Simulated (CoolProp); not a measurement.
Vapour-liquid equilibrium of cyclohexane (1) + ethylbenzene (2) at 0.76 MPa; x and y are mole fractions of (1).

Model: multi-fluid Helmholtz-energy mixture model, Zhou 2014 and Zhou 2012; pair parameters Bell 2016, in CoolProp.

```
x     bubble temperature, mixture model (K)  bubble temperature, Raoult's law (K)  y, mixture model  y, Raoult's law
----  -------------------------------------  ------------------------------------  ----------------  ---------------
0.05                                  499.2                                 499.4             0.118            0.131
0.15                             (withheld)                                 489.8             0.317            0.343
0.25                                  480.1                                 481.3        (withheld)            0.503
0.35                                  472.3                                 473.8             0.594            0.626
0.45                                  465.5                                 467.1        (withheld)            0.723
0.55                                  459.6                                 461.0        (withheld)            0.799
0.65                                  454.4                                 455.5             0.830            0.860
0.75                                  449.7                                 450.5             0.884            0.910
0.85                                  445.5                                 445.9        (withheld)            0.951
0.95                                  441.6                                 441.7             0.978            0.985
```

Q: Fill in the missing entries.

A: 
- 0.15, bubble temperature, mixture model (K): 489.1
- 0.25, y, mixture model: 0.473
- 0.45, y, mixture model: 0.689
- 0.55, y, mixture model: 0.766
- 0.85, y, mixture model: 0.933

The largest gap from Raoult's law is -1.6 K in bubble temperature, at x = 0.45. No azeotrope shows between x = 0.05 and 0.95.

Pair parameters are fitted to limited data, so mixtures are less certain than the pure fluids.
